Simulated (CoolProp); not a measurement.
Vapour-liquid equilibrium of R227EA (1) + isobutene (2) at 1190 kPa; x and y are mole fractions of (1).

The numbers come from the multi-fluid Helmholtz-energy mixture model, Lemmon 2016 and Lemmon 2005; pair parameters Bell 2016 in CoolProp.

| x | bubble temperature (°C) | y at the bubble point | dew temperature at overall composition x (°C) | liquid density (mol/L) |
|---|---|---|---|---|
| 0.05 | 73.9 | 0.118 | 76.6 | 9.050 |
| 0.125 | 68.8 | 0.247 | 73.6 | 8.906 |
| 0.2 | 65.3 | 0.338 | 70.6 | 8.734 |
| 0.275 | 62.9 | 0.408 | 67.7 | 8.551 |
| 0.35 | 61.2 | 0.465 | 64.9 | 8.367 |
| 0.425 | 59.9 | 0.516 | 62.3 | 8.190 |
| 0.5 | 59.0 | 0.565 | 60.3 | 8.023 |
| 0.575 | 58.4 | 0.613 | 58.9 | 7.868 |
| 0.65 | 58.1 | 0.665 | 58.1 | 7.723 |
| 0.725 | 58.0 | 0.721 | 58.0 | 7.588 |
| 0.8 | 58.2 | 0.784 | 58.3 | 7.461 |
| 0.875 | 58.8 | 0.856 | 58.9 | 7.339 |
| 0.95 | 59.7 | 0.938 | 59.8 | 7.218 |

y crosses x between x = 0.65 and 0.725: the model has an azeotrope there.

The pair parameters rest on a limited set of measurements; away from them the model extrapolates.
